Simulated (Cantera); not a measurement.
Cantera run:

```python
import numpy as np
import cantera as ct

gas_names = """
    CL CL2 H HCL H2 N NH NH2 NH3 N2 N2H2 N2H4 Si SiCL SiCL2 SiCL3 SiCL4 SiH SiHCL3 SiH2 SiH2CL2 SiH3
    SiH3CL SiH4 SiN Si2 Si2N Si3
""".split()
cond_names = """
    NH4CL(a) NH4CL(b) Si(cr) Si(L) Si3N4(a)
""".split()


# ... load() reads the species with a 1 bar reference pressure and builds the phases ...
atoms = {
    'SiHCl3': {'Si': 1, 'H': 1, 'CL': 3},
    'Cl2': {'CL': 2},
    'N2': {'N': 2},
}
top_T = {'Si3N4(a)': 2400}  # K; cautious upper limits of use, not melting points


# ... equilibrate(T, P, feed) seeds the gas with the atoms and calls Mixture.equilibrate('TP', solver="vcs", rtol=1e-11, max_steps=5000) ...
results = []
T = 973  # K
P = 800  # Pa
for m in [3.5, 5.3, 8.2, 13, 19, 30, 45, 70, 110, 160]:
    feed = {'SiHCl3': 1, 'Cl2': 0.23, 'N2': m}  # mol
    mix = equilibrate(T, P, feed)
    results.append((T, P, feed, dict(zip(mix.species_names, mix.species_moles))))
    x = sorted(zip(gas.X, gas.species_names), reverse=True)
    print(f"T = {T:g} K  P = {P:g} Pa  n(N2) = {m:g} mol  gas = {mix.phase_moles(0):.4g} mol")
    print("   x: " + "  ".join(f"{s} {v:.3e}" for v, s in x if v > 0.001))
    print("   condensed (mol): " + ("  ".join(f"{mix.phase(i).name} {mix.phase_moles(i):.4g}"
          for i in range(1, mix.n_phases) if mix.phase_moles(i) > 1e-12) or "none"))
```

Output:

```
T = 973 K  P = 800 Pa  n(N2) = 3.5 mol  gas = 4.841 mol
   x: N2 6.771e-01  HCL 1.638e-01  SiCL4 1.376e-01  H2 2.135e-02
   condensed (mol): Si3N4(a) 0.111
T = 973 K  P = 800 Pa  n(N2) = 5.3 mol  gas = 6.643 mol
   x: N2 7.637e-01  HCL 1.232e-01  SiCL4 9.931e-02  H2 1.365e-02
   condensed (mol): Si3N4(a) 0.1131
T = 973 K  P = 800 Pa  n(N2) = 8.2 mol  gas = 9.545 mol
   x: N2 8.349e-01  HCL 8.831e-02  SiCL4 6.847e-02  H2 8.206e-03
   condensed (mol): Si3N4(a) 0.1152
T = 973 K  P = 800 Pa  n(N2) = 13 mol  gas = 14.35 mol
   x: N2 8.898e-01  HCL 6.042e-02  SiCL4 4.514e-02  H2 4.631e-03
   condensed (mol): Si3N4(a) 0.1172
T = 973 K  P = 800 Pa  n(N2) = 19 mol  gas = 20.35 mol
   x: N2 9.220e-01  HCL 4.347e-02  SiCL4 3.161e-02  H2 2.831e-03
   condensed (mol): Si3N4(a) 0.1186
T = 973 K  P = 800 Pa  n(N2) = 30 mol  gas = 31.35 mol
   x: N2 9.493e-01  HCL 2.882e-02  SiCL4 2.037e-02  H2 1.535e-03
   condensed (mol): Si3N4(a) 0.1202
T = 973 K  P = 800 Pa  n(N2) = 45 mol  gas = 46.35 mol
   x: N2 9.656e-01  HCL 1.981e-02  SiCL4 1.369e-02
   condensed (mol): Si3N4(a) 0.1214
T = 973 K  P = 800 Pa  n(N2) = 70 mol  gas = 71.35 mol
   x: N2 9.776e-01  HCL 1.306e-02  SiCL4 8.847e-03
   condensed (mol): Si3N4(a) 0.1226
T = 973 K  P = 800 Pa  n(N2) = 110 mol  gas = 111.4 mol
   x: N2 9.856e-01  HCL 8.481e-03  SiCL4 5.641e-03
   condensed (mol): Si3N4(a) 0.1236
T = 973 K  P = 800 Pa  n(N2) = 160 mol  gas = 161.4 mol
   x: N2 9.901e-01  HCL 5.906e-03  SiCL4 3.879e-03
   condensed (mol): Si3N4(a) 0.1243
```

Cantera equilibrium calculation (NASA polynomials, part measured and part estimated; ideal gas, pure solids and liquids). N2 is the only nitrogen source here; it is nearly inert below about 1500 K, so the nitride shown seldom forms there in practice. The tables' values for SiCl3 are old estimates; treat these amounts as uncertain.
